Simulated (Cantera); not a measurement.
Diamond growth

A diamond (100) surface in a fixed gas of H2 with x(CH4) = 0.0026, x(H) = 0.0025, x(CH3) = 1.8e-05, at 1348 K; coverages are run to steady state.

Computed with Cantera and the Harris–Goodwin 1993 mechanism for the reconstructed diamond (100) surface.

```
P (Pa)  growth (µm/h)  θ c6HH  θ c6H*  θ c6*H  θ c6**    θ c6HM
------  -------------  ------  ------  ------  ------  --------
400           0.00350   0.377  0.0532   0.526  0.0434   1.00e-6
750           0.00976   0.377  0.0532   0.526  0.0433   2.02e-6
1400           0.0247   0.378  0.0532   0.526  0.0433   4.03e-6
2700           0.0604   0.378  0.0532   0.526  0.0433   8.21e-6
5100            0.136   0.378  0.0532   0.526  0.0433   1.60e-5
9600            0.302   0.378  0.0532   0.526  0.0433   3.05e-5
18000           0.681   0.378  0.0532   0.526  0.0433   5.65e-5
34000            1.63   0.378  0.0533   0.525  0.0433  0.000103
```
θ: site fractions in the mechanism's names (c6HH fully hydrogenated, c6H* and c6*H radical sites, c6** diradical, c6HM methylated).
